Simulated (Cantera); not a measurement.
What does this Cantera script print?

```python
import numpy as np
import cantera as ct

gas_names = """
    H HO2 H2 H2O H2O2 Mg MgH MgO MgOH MgO2H2 Mg2 O OH O2 O3
""".split()
cond_names = """
    H2O(s) H2O(L) Mg(cr) Mg(L) MgO(s) MgO(L) MgO2H2(s)
""".split()


# ... load() reads the species with a 1 bar reference pressure and builds the phases ...
atoms = {
    'Mg(OH)2': {'Mg': 1, 'O': 2, 'H': 2},
    'O2': {'O': 2},
}
top_T = {}  # K; cautious upper limits of use, not melting points


# ... equilibrate(T, P, feed) seeds the gas with the atoms and calls Mixture.equilibrate('TP', solver="vcs", rtol=1e-11, max_steps=5000) ...
results = []
T = 998  # K
P = 101325  # Pa
for m in [0.13, 0.21, 0.35, 0.57, 0.94, 1.5, 2.5, 4.2, 6.9]:
    feed = {'Mg(OH)2': 1, 'O2': m}  # mol
    mix = equilibrate(T, P, feed)
    results.append((T, P, feed, dict(zip(mix.species_names, mix.species_moles))))

top = {s: max(r[3][s] / sum(r[3][g] for g in gas_names) for r in results) for s in gas_names}
cols = sorted((s for s in top if top[s] > 0.0001), key=lambda s: -top[s])[:5]
seen = [c for c in cond_names if any(r[3].get(c, 0) > 1e-12 for r in results)]
print("log10 of partial pressures in bar; condensed amounts in mol")
print(f"{'n(O2)':>10s}" + "".join(f"{s[:9]:>10s}" for s in cols + seen))
for T, P, feed, n in results:
    ng = sum(n[g] for g in gas_names)
    print(f"{feed['O2']:10.4g}" + "".join(f"{np.log10(max(n[s] / ng * P / 1e5, 1e-99)):10.3f}" for s in cols)
          + "".join(f"{n.get(c, 0):10.4g}" for c in seen))
```

It prints:

```
log10 of partial pressures in bar; condensed amounts in mol
     n(O2)       H2O        O2    MgO(s)
      0.13    -0.047    -0.933         1
      0.21    -0.077    -0.755         1
      0.35    -0.125    -0.581         1
      0.57    -0.190    -0.434         1
      0.94    -0.282    -0.309         1
       1.5    -0.392    -0.216         1
       2.5    -0.538    -0.140         1
       4.2    -0.710    -0.087         1
       6.9    -0.892    -0.053         1
```

Cantera equilibrium calculation (NASA polynomials, part measured and part estimated; ideal gas, pure solids and liquids).
